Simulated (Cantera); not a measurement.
A perfectly stirred reactor is fed with NH3 : N2 = 1 : 7.7 (molar parts), at 750 Torr; it is held at 2125 K, and followed from long to short residence time.

Cantera simulation using the gas-phase N/H chemistry of the illustrative SiF4/NH3 mechanism in the Surface Chemkin manual (1991); the numbers are that mechanism's predictions, not measurements. Walls and surfaces, which speed up NH3 decomposition in real reactors, are not modelled.

### Question
What does this change do: temperature 2125 to 1800 K?

### Answer
```tsv
quantity	before	after
x(NH3) at τ = 8.60 s	0.000246	0.0101
x(N2) at τ = 8.60 s	0.845	0.849
x(NH2) at τ = 8.60 s	6.43e-6	1.82e-5
x(H2) at τ = 8.60 s	0.154	0.141
x(H) at τ = 8.60 s	0.00133	9.52e-5
x(NH3) at τ = 0.260 s	0.00522	0.0720
x(N2) at τ = 0.260 s	0.847	0.870
x(NH2) at τ = 0.260 s	6.29e-5	8.44e-5
x(H2) at τ = 0.260 s	0.147	0.0577
x(H) at τ = 0.260 s	0.000588	2.54e-5
```
